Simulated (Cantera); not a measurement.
**Premixed flame**

A freely propagating, adiabatic, planar premixed flame of 29.6 % H₂, 14.8 % O₂, 55.6 % N₂, equivalence ratio 1.0, unburnt at 575 K and 135 Torr; unity-Lewis-number transport, grid criteria slope 0.08 and curve 0.16, no radiation.

Cantera simulation using the H2/O2 subset of GRI-Mech 3.0, which has no nitrogen chemistry; the numbers are that mechanism's predictions, not measurements. Unity Lewis numbers drop preferential diffusion, which matters most where H2 and H carry the flame. Burning velocities carry a grid error of a few per cent, more on coarse grids.

```csv
z (mm),T (K),u (m/s),x H₂,x O₂,x OH,x HO₂,x H₂O₂,x H
-9.50,575,3.66,0.296,0.148,<1e-8,<1e-8,<1e-8,<1e-8
-6.33,575,3.66,0.296,0.148,<1e-8,<1e-8,<1e-8,<1e-8
-4.75,575,3.66,0.296,0.148,<1e-8,1.65e-8,<1e-8,<1e-8
-3.17,575,3.66,0.296,0.148,<1e-8,4.90e-7,<1e-8,<1e-8
-1.58,586,3.72,0.295,0.147,4.82e-6,4.53e-5,5.68e-7,4.78e-5
-0.792,729,4.60,0.272,0.137,0.000231,4.78e-5,9.54e-7,0.00473
0,1151,7.07,0.131,0.0770,0.00344,1.70e-5,9.23e-7,0.0642
0.792,1414,8.54,0.0517,0.0382,0.00891,6.92e-6,1.02e-6,0.0891
1.58,1541,9.22,0.0490,0.0332,0.0116,5.14e-6,7.34e-7,0.0779
3.17,1690,9.99,0.0502,0.0299,0.0144,3.86e-6,4.11e-7,0.0624
6.33,1852,10.8,0.0497,0.0262,0.0170,2.82e-6,2.09e-7,0.0471
12.7,2016,11.6,0.0470,0.0224,0.0185,2.02e-6,1.14e-7,0.0333
25.3,2171,12.3,0.0422,0.0185,0.0187,1.54e-6,7.34e-8,0.0221
```
x: mole fraction of selected species; z is measured from the peak of heat release.

```yaml
laminar_burning_velocity: 366 cm/s
thermal_thickness: 3.17 mm
peak x(OH): 0.0188
peak x(HO₂): 6.45e-5
peak x(H₂O₂): 1.12e-6
peak x(H): 0.0902
```
